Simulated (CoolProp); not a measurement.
Vapour pressure (MPa) of n-perfluorohexane: the reference equation beside estimates from Tc = 448.0 K, pc = 1.742 MPa, ω = 0.497.

Model: reference Helmholtz-energy equation of state, Gao 2022, in CoolProp.

| T (K) | reference | Redlich-Kwong | Soave-Redlich-Kwong |
|---|---|---|---|
| 256.7 | 0.003263 | 0.02162 | 0.003287 |
| 260.2 | 0.004068 | 0.02513 | 0.004089 |
| 263.6 | 0.005005 | 0.02896 | 0.005021 |
| 267 | 0.006116 | 0.03322 | 0.006126 |
| 270.5 | 0.007467 | 0.03809 | 0.007470 |
| 273.9 | 0.009009 | 0.04333 | 0.009003 |
| 277.4 | 0.01086 | 0.04927 | 0.01085 |
| 280.8 | 0.01295 | 0.05561 | 0.01293 |
| 284.3 | 0.01544 | 0.06276 | 0.01540 |
| 287.7 | 0.01822 | 0.07034 | 0.01817 |
| 291.1 | 0.02140 | 0.07859 | 0.02133 |
| 294.6 | 0.02512 | 0.08780 | 0.02504 |
| 298 | 0.02922 | 0.09749 | 0.02914 |

Absolute difference from the reference over all 13 rows, mean and median: Redlich-Kwong 370.7 and 353.7 %, Soave-Redlich-Kwong 0.3 and 0.3 %.
